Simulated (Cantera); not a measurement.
Input: 1 mol K2SO4, 1.5 mol CO2, held at 66.0 mbar.

Method: chemical equilibrium by Gibbs-energy minimisation in Cantera with the NASA 1993 tables (ideal gas, pure condensed phases). Candidate condensed phases: C, K, KO2, K2CO3, K2O, K2O2, K2S, K2SO4, S; 26 gas species. Kinetics and transport are ignored. All values below are at 1998 K.

Base state: CO2 0.312, K 0.311, SO2 0.158, O2 0.157, K2SO4 0.0523, KO 0.00495, CO 0.00398, O 0.00102 (mole fractions); condensed: gas only.

Task: What changes in the equilibrium state with this change: K2SO4 replaced by Na2SO4?

Result: 
```json
[
 {"species": "Na", "before": "0", "after": "0.350"},
 {"species": "CO2", "before": "0.312", "after": "0.276"},
 {"species": "SO2", "before": "0.158", "after": "0.178"},
 {"species": "K", "before": "0.311", "after": "0"},
 {"species": "K2SO4", "before": "0.0523", "after": "0"},
 {"species": "O2", "before": "0.157", "after": "0.176"},
 {"species": "Na2SO4", "before": "0", "after": "0.00823"},
 {"species": "NaO", "before": "0", "after": "0.00604"},
 {"species": "KO", "before": "0.00495", "after": "0"},
 {"species": "Na2O", "before": "0", "after": "9.24e-5"},
 {"species": "Na2", "before": "0", "after": "3.86e-5"}
]
```
Further candidate phases: Na, NaO2, Na2CO3, Na2O, Na2O2, Na2S, Na2SO4.
